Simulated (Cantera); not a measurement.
An adiabatic, constant-pressure homogeneous reactor starts with CO : H₂ : O₂ : N₂ : CO₂ = 1 : 0.058 : 0.378 : 1.42 : 0.3 (molar parts), at 1350 K and 8.00 bar. Integrator tolerance rtol = 1e-08.

Detailed kinetics in Cantera: GRI-Mech 3.0 (53 species, 325 reactions). The hydrogen kinetics of GRI-Mech 3.0 are dated; newer H2 mechanisms differ, most at raised pressure.

Problem. What does this change do: initial temperature 1350 to 1150 K?

Solution. 
```tsv
quantity	before	after
time of steepest temperature rise	12.3 µs	0.146 ms
temperature at 8.00 s	2775 K	2689 K
equilibrium temperature	2775 K	2689 K
x(CO) at 8.00 s	0.140 (gas-phase equilibrium 0.140)	0.128 (gas-phase equilibrium 0.128)
x(H₂) at 8.00 s	0.00109 (gas-phase equilibrium 0.00109)	0.00103 (gas-phase equilibrium 0.00103)
x(O₂) at 8.00 s	0.0122 (gas-phase equilibrium 0.0122)	0.00747 (gas-phase equilibrium 0.00747)
x(O) at 8.00 s	0.00193 (gas-phase equilibrium 0.00193)	0.00106 (gas-phase equilibrium 0.00106)
x(H₂O₂) at 8.00 s	6.39e-8 (gas-phase equilibrium 6.39e-8)	4.50e-8 (gas-phase equilibrium 4.50e-8)
```

Problem. What does this change do: O2 0.378 to 0.22 parts?

Solution. 
| quantity | before | after |
|---|---|---|
| time of steepest temperature rise | 12.3 µs | 14.7 µs |
| temperature at 8.00 s | 2775 K | 2390 K |
| equilibrium temperature | 2775 K | 2390 K |
| x(CO) at 8.00 s | 0.140 (gas-phase equilibrium 0.140) | 0.220 (gas-phase equilibrium 0.220) |
| x(H₂) at 8.00 s | 0.00109 (gas-phase equilibrium 0.00109) | 0.00270 (gas-phase equilibrium 0.00270) |
| x(O₂) at 8.00 s | 0.0122 (gas-phase equilibrium 0.0122) | 6.44e-5 (gas-phase equilibrium 6.44e-5) |
| x(O) at 8.00 s | 0.00193 (gas-phase equilibrium 0.00193) | 2.35e-5 (gas-phase equilibrium 2.35e-5) |
| x(H₂O₂) at 8.00 s | 6.39e-8 (gas-phase equilibrium 6.39e-8) | 2.23e-9 (gas-phase equilibrium 2.23e-9) |
